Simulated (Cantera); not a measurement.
# Silicon oxide and oxynitride deposition: SiF4 + O3

Input: 1 mol SiF4, 0.77 mol O3, held at 975 K and 12.0 mbar.

Method: chemical equilibrium by Gibbs-energy minimisation in Cantera with the NASA 1993 tables (ideal gas, pure condensed phases). Candidate condensed phases: Si, SiO2; 17 gas species. The numbers say what is thermodynamically allowed, not how fast it happens.

| Item | Value |
|---|---|
| x(O2) | 0.536 |
| x(SiF4) | 0.464 |
| gas amount | 2.155 mol |
| log10 activity of Si(s) (absent) | -37.16 |
